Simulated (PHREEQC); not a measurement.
Dissolve 5.3 mmol/kgw MgBr2 and 0.11 mmol/kgw (NH4)2SO4 at 25 °C. It is in equilibrium with CO2 at log p = 0 (atm). Otherwise closed; pH follows from the charge balance.

Equilibrium calculation in PHREEQC: ion-association model, phreeqc.dat.

No solid was allowed to form.

Problem. Order these S species by the share of S that they hold, largest first: HSO4-, SO4-2, NH4SO4-, MgSO4.

Solution. SO4-2 (68 %), MgSO4 (31 %), HSO4- (0.57 %), NH4SO4- (0.12 %)

The pH is 3.90 and the ionic strength 0.0162 mol/kgw.
